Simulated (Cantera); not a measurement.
**Low-pressure radical oxidation in H2/O2**

An isothermal, constant-pressure homogeneous reactor starts with 1.55 % H₂, 67.6 % O₂, 30.4 % N₂, 0.473 % H₂O, at 1075 K and 170 Pa.

Cantera simulation using GRI-Mech 3.0 (53 species, 325 reactions); the numbers are that mechanism's predictions, not measurements. Radical loss at walls, strong at low pressure, is not modelled.

```
t (s)         x H₂   x O₂       x H      x NO     x HO₂    x H₂O₂
--------  --------  -----  --------  --------  --------  --------
1.00e-5     0.0155  0.676    <1e-12    <1e-12    <1e-12    <1e-12
3.16e-5     0.0155  0.676  2.72e-12    <1e-12  2.77e-12    <1e-12
0.000100    0.0155  0.676  8.29e-12    <1e-12  8.76e-12    <1e-12
0.000316    0.0155  0.676  2.36e-11    <1e-12  2.77e-11    <1e-12
0.00100     0.0155  0.676  5.85e-11    <1e-12  8.76e-11    <1e-12
0.00316     0.0155  0.676  1.44e-10    <1e-12  2.77e-10    <1e-12
0.0100      0.0155  0.676  8.05e-10    <1e-12  8.78e-10    <1e-12
0.0316      0.0155  0.676   9.21e-8    <1e-12   3.20e-9  2.17e-12
0.100      0.00177  0.665   0.00295  3.48e-10   3.80e-7   1.59e-8
0.316     0.000169  0.663   0.00192   5.31e-9   2.90e-7   4.40e-9
1.00      0.000141  0.665   0.00144   1.66e-8   2.75e-7   4.51e-9
```
x: mole fraction; the columns are a selection and need not sum to one.

Equilibrium at this temperature and pressure: H₂ 4.26e-10, O₂ 0.673, H 7.39e-12, NO 7.56e-5, HO₂ 6.25e-10, H₂O₂ 4.76e-12 (gas phase only).
